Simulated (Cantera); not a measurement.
Cantera run:

```python
import numpy as np
import cantera as ct

gas_names = """
    C CO COS CO2 CS CS2 C2 C2O C3 C3O2 C4 C5 Mg MgO MgS Mg2 O O2 O3 S SO SO2 SO3 S2 S2O S8
""".split()
cond_names = """
    C(gr) Mg(cr) Mg(L) MgCO3(s) MgO(s) MgO(L) MgS(s) MgSO4(s) MgSO4(L) S(cr1) S(cr2) S(L)
""".split()


# ... load() reads the species with a 1 bar reference pressure and builds the phases ...
atoms = {
    'MgCO3': {'Mg': 1, 'C': 1, 'O': 3},
    'SO3': {'S': 1, 'O': 3},
    'CO2': {'C': 1, 'O': 2},
}
top_T = {'C(gr)': 4500, 'MgS(s)': 2250}  # K; cautious upper limits of use, not melting points


# ... equilibrate(T, P, feed) seeds the gas with the atoms and calls Mixture.equilibrate('TP', solver="vcs", rtol=1e-11, max_steps=5000) ...
results = []
T = 923.15  # K
P = 1100000  # Pa
for m in [0.071, 0.11, 0.18, 0.29, 0.46, 0.74, 1.2, 1.9, 3]:
    feed = {'MgCO3': 1, 'SO3': m, 'CO2': 1.6}  # mol
    mix = equilibrate(T, P, feed)
    results.append((T, P, feed, dict(zip(mix.species_names, mix.species_moles))))
    x = sorted(zip(gas.X, gas.species_names), reverse=True)
    print(f"T = {T:g} K  P = {P:g} Pa  n(SO3) = {m:g} mol  gas = {mix.phase_moles(0):.4g} mol")
    print("   x: " + "  ".join(f"{s} {v:.3e}" for v, s in x if v > 1e-06))
    print("   condensed (mol): " + ("  ".join(f"{mix.phase(i).name} {mix.phase_moles(i):.4g}"
          for i in range(1, mix.n_phases) if mix.phase_moles(i) > 1e-12) or "none"))
```

Output:

```
T = 923.15 K  P = 1.1e+06 Pa  n(SO3) = 0.071 mol  gas = 2.6 mol
   x: CO2 1.000e+00  SO2 1.856e-06
   condensed (mol): MgO(s) 0.929  MgSO4(s) 0.071
T = 923.15 K  P = 1.1e+06 Pa  n(SO3) = 0.11 mol  gas = 2.6 mol
   x: CO2 1.000e+00  SO2 1.856e-06
   condensed (mol): MgO(s) 0.89  MgSO4(s) 0.11
T = 923.15 K  P = 1.1e+06 Pa  n(SO3) = 0.18 mol  gas = 2.6 mol
   x: CO2 1.000e+00  SO2 1.856e-06
   condensed (mol): MgO(s) 0.82  MgSO4(s) 0.18
T = 923.15 K  P = 1.1e+06 Pa  n(SO3) = 0.29 mol  gas = 2.6 mol
   x: CO2 1.000e+00  SO2 1.855e-06
   condensed (mol): MgO(s) 0.71  MgSO4(s) 0.29
T = 923.15 K  P = 1.1e+06 Pa  n(SO3) = 0.46 mol  gas = 2.6 mol
   x: CO2 1.000e+00  SO2 1.855e-06
   condensed (mol): MgO(s) 0.54  MgSO4(s) 0.46
T = 923.15 K  P = 1.1e+06 Pa  n(SO3) = 0.74 mol  gas = 2.6 mol
   x: CO2 1.000e+00  SO2 1.855e-06
   condensed (mol): MgO(s) 0.26  MgSO4(s) 0.74
T = 923.15 K  P = 1.1e+06 Pa  n(SO3) = 1.2 mol  gas = 2.836 mol
   x: CO2 9.168e-01  SO3 4.527e-02  SO2 2.526e-02  O2 1.263e-02
   condensed (mol): MgSO4(s) 1
T = 923.15 K  P = 1.1e+06 Pa  n(SO3) = 1.9 mol  gas = 3.617 mol
   x: CO2 7.189e-01  SO3 1.844e-01  SO2 6.443e-02  O2 3.221e-02
   condensed (mol): MgSO4(s) 1
T = 923.15 K  P = 1.1e+06 Pa  n(SO3) = 3 mol  gas = 4.825 mol
   x: CO2 5.389e-01  SO3 3.212e-01  SO2 9.327e-02  O2 4.663e-02
   condensed (mol): MgSO4(s) 1
```

These are equilibrium values from Cantera (NASA tables, ideal gas, pure condensed phases), not measurements of a reactor.
